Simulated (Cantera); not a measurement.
# Equilibrium for thermal oxidation and active oxidation of silicon: Si + H₂O + N₂ + H₂

A closed system holds: 1 mol Si, 3.3 mol H₂O, 520 mol N₂, 0.33 mol H₂, at 2.00e-6 bar.

These are equilibrium values from Cantera (NASA tables, ideal gas, pure condensed phases), not measurements of a reactor. Candidate condensed phases: H₂O, Si, SiO₂, Si₂N₂O, Si₃N₄; 35 gas species. The tables hold silica as quartz up to 1696 K and as liquid above; real silica turns to tridymite and cristobalite and melts near 1996 K. Kinetics and transport are ignored.

| T (K) | log p N₂ | log p H | log p O | log p H₂O | log p H₂ | log p SiO | log p O₂ | log p OH | n SiO₂(β-quartz) |
|---|---|---|---|---|---|---|---|---|---|
| 1500 | -5.70 | -8.85 | -11.11 | -8.18 | -8.19 | -8.77 | -11.44 | -10.39 | 0.555 |
| 1575 | -5.70 | -8.57 | -9.99 | -8.09 | -8.38 | -8.42 | -10.03 | -9.72 | 0 |
| 1650 | -5.70 | -8.24 | -9.28 | -8.17 | -8.40 | -8.42 | -9.39 | -9.35 | 0 |
| 1725 | -5.70 | -7.95 | -8.76 | -8.38 | -8.44 | -8.42 | -9.05 | -9.15 | 0 |
| 1800 | -5.71 | -7.74 | -8.41 | -8.81 | -8.58 | -8.42 | -8.99 | -9.14 | 0 |
| 1875 | -5.71 | -7.63 | -8.21 | -9.50 | -8.88 | -8.42 | -9.19 | -9.35 | 0 |
| 1950 | -5.71 | -7.58 | -8.13 | -10.36 | -9.29 | -8.42 | -9.56 | -9.70 | 0 |
| 2025 | -5.71 | -7.57 | -8.09 | -11.25 | -9.71 | -8.42 | -10.00 | -10.09 | 0 |
| 2100 | -5.71 | -7.57 | -8.08 | -12.11 | -10.12 | -8.42 | -10.44 | -10.48 | 0 |
| 2175 | -5.71 | -7.56 | -8.07 | -12.93 | -10.51 | -8.42 | -10.87 | -10.86 | 0 |
log p: log10 of the partial pressure in bar; n: condensed amount in mol.

At 1500 K the condensed part is SiO₂(β-quartz). From 1575 K to 2175 K nothing is condensed. The main Si-bearing gas is SiO throughout.
